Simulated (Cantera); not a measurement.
Iron carbonyl, mercury and lead vapours: Hg + N2

A closed system holds: 1 mol Hg, 0.44 mol N2, equilibrated at 33.8 Torr.

Cantera equilibrium calculation (NASA polynomials, part measured and part estimated; ideal gas, pure solids and liquids). Candidate condensed phases: Hg; 3 gas species. Rates play no part.

| T (°C) | x Hg | x N2 | n Hg(l) |
|---|---|---|---|
| 202 | 0.539 | 0.461 | 0.485 |
| 252 | 0.694 | 0.306 | 0 |
| 302 | 0.694 | 0.306 | 0 |
| 352 | 0.694 | 0.306 | 0 |
| 402 | 0.694 | 0.306 | 0 |
| 452 | 0.694 | 0.306 | 0 |
| 502 | 0.694 | 0.306 | 0 |
| 552 | 0.694 | 0.306 | 0 |
| 602 | 0.694 | 0.306 | 0 |
| 652 | 0.694 | 0.306 | 0 |
x: gas mole fraction; n: condensed amount in mol.

At 202 °C the condensed part is Hg(l). From 252 °C to 652 °C nothing is condensed. The main Hg-bearing gas is Hg throughout.
